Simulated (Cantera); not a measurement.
Feed: 1 mol SiCl4, 0.031 mol C3H8, 14 mol H2, 2.7 mol CH4, held at 1650 K and 0.0120 bar.

Method: chemical equilibrium by Gibbs-energy minimisation in Cantera with the NASA 1993 tables (ideal gas, pure condensed phases). Candidate condensed phases: C, C6H6, C7H8, C8H18, Si, SiC; 109 gas species. The tables' values for SiCl3 are old estimates; treat these amounts as uncertain. Kinetics and transport are ignored.

Base state: H2 0.815, HCl 0.182, SiCl2 0.00179, H 0.000749, Cl 0.000131, SiCl3 4.11e-5, C2H2 (acetylene) 3.72e-5, CH4 1.06e-5 (mole fractions); condensed: C(graphite) + SiC(s).

Problem. What changes in the equilibrium state with this change: CH4 from 2.7 to 0.11 mol?

Solution. 
```csv
species,before,after
H2,0.815,0.804
HCl,0.182,0.146
SiCl2,0.00179,0.0477
C2H2 (acetylene),3.72e-5,2.22e-8
CH4,1.06e-5,2.53e-7
Si,2.77e-7,1.13e-5
SiCl,1.40e-6,4.60e-5
"C(graphite), mol",1.83,0
"SiC(s), mol",0.960,0.203
```
The tables' values for SiCl3, SiCl are old estimates; treat these amounts as uncertain.
